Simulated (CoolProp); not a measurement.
Saturation properties of o-xylene.

The numbers come from the reference Helmholtz-energy equation of state, Zhou 2012 in CoolProp.

```
T (K)  p (bar)  vapour density (kg/m³)  liquid conductivity (mW/(m K))
-----  -------  ----------------------  ------------------------------
501.7    6.167                   18.63                            83.7
508.8    6.967                   21.09                            82.6
515.8    7.831                   23.79                            81.5
522.9    8.788                   26.83                            80.5
529.9    9.814                   30.17                            79.6
537      10.95                   33.95                            78.7
544.1    12.17                   38.17                            77.9
551.1    13.48                   42.84                            77.2
558.2    14.92                   48.17                            76.5
565.3    16.46                   54.22                            75.9
572.3    18.11                   61.04                            75.5
579.4    19.91                   69.01                            75.1
586.5    21.84                   78.33                            74.8
```

It boils at 417.5 K under 1 atm.

Thermal conductivity comes from a separate model (Mylona 2014).
